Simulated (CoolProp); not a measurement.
Vapour-liquid equilibrium of R13 (1) + propylene (2) at 0.0282 MPa; x and y are mole fractions of (1).

Model: multi-fluid Helmholtz-energy mixture model, Platzer 1990 and Lemmon 2013; pair parameters Bell 2016, in CoolProp. This equation is an older, rougher fit; its heat capacities, sound speeds and derivatives of the liquid may be far off and weren't checked against measurements.

Problem. Give the bubble temperature and the first vapour's composition at x = 0.15, 0.45, 0.75. Is there an azeotrope?

Solution. x = 0.15: -89.0 °C, y = 0.706; x = 0.45: -97.3 °C, y = 0.878; x = 0.75: -100.2 °C, y = 0.934. No azeotrope shows between x = 0.05 and 0.95.

The pair parameters rest on a limited set of measurements; away from them the model extrapolates.
